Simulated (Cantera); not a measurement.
Input: 1 mol trisilylamine, 0.44 mol N2, 8.2 mol H2, held at 1948.15 K.

Cantera equilibrium calculation (NASA polynomials, part measured and part estimated; ideal gas, pure solids and liquids). Candidate condensed phases: Si, Si3N4; 18 gas species. The feed counts by its element totals alone. The tables' values for SiN are old estimates; treat these amounts as uncertain. Gases not in the tables: Si2H6 and higher silanes. Kinetics and transport are ignored.

x: gas mole fraction; n: condensed amount in mol.

```
P (Pa)   x H2     x Si      x H    x N2     x SiH  n Si(l)
------  -----  -------  -------  ------  --------  -------
5       0.650    0.167    0.129  0.0529  0.000730        0
21      0.760    0.111   0.0680  0.0587   0.00108     1.16
85      0.870      [?]      [?]  0.0657       [?]      [?]
350     0.907  0.00665   0.0182  0.0678  0.000288     2.90
1400    0.920  0.00166  0.00917  0.0685  0.000145     2.97
5900    0.926      [?]      [?]  0.0687       [?]     2.99
24000   0.929  9.70e-5  0.00223  0.0688   3.52e-5     3.00
100000  0.930  2.33e-5  0.00109  0.0689   1.72e-5     3.00
```

Complete the blanks.


- 85, x Si: 0.0274
- 85, x H: 0.0362
- 85, x SiH: 0.000572
- 85, n Si(l): 2.59
- 5900, x Si: 0.000394
- 5900, x H: 0.00448
- 5900, x SiH: 7.09e-5
